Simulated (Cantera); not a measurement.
An adiabatic, constant-pressure homogeneous reactor starts with CH3OH : O2 : N2 = 1 : 0.714 : 2.69 (molar parts), equivalence ratio 2.1, at 1148 K and 100000 Pa. Integrator tolerance rtol = 1e-08.

Detailed kinetics in Cantera: GRI-Mech 3.0 (53 species, 325 reactions). GRI-Mech 3.0 was tuned for natural gas; its chemistry of methanol as a main component is partial and can be far from experiment.

What does this change do: constant volume in place of constant pressure?


```
quantity                                                              before                                      after
---------------------------------  -----------------------------------------  -----------------------------------------
time of steepest temperature rise                                    20.0 ms                                    19.5 ms
temperature at 0.200 s                                                2285 K                                     2585 K
equilibrium temperature                                               2285 K                                     2585 K
x(CH3OH) at 0.200 s                    <1e-12 (gas-phase equilibrium <1e-12)      <1e-12 (gas-phase equilibrium <1e-12)
x(O2) at 0.200 s                     8.66e-6 (gas-phase equilibrium 8.66e-6)    6.86e-5 (gas-phase equilibrium 6.86e-5)
x(HO2) at 0.200 s                    5.80e-9 (gas-phase equilibrium 5.80e-9)    8.17e-8 (gas-phase equilibrium 8.17e-8)
x(H2) at 0.200 s                         0.137 (gas-phase equilibrium 0.137)        0.133 (gas-phase equilibrium 0.133)
x(O) at 0.200 s                      1.34e-5 (gas-phase equilibrium 1.34e-5)  0.000106 (gas-phase equilibrium 0.000106)
x(CH3) at 0.200 s                  6.40e-12 (gas-phase equilibrium 7.26e-12)  3.07e-11 (gas-phase equilibrium 3.49e-11)
```
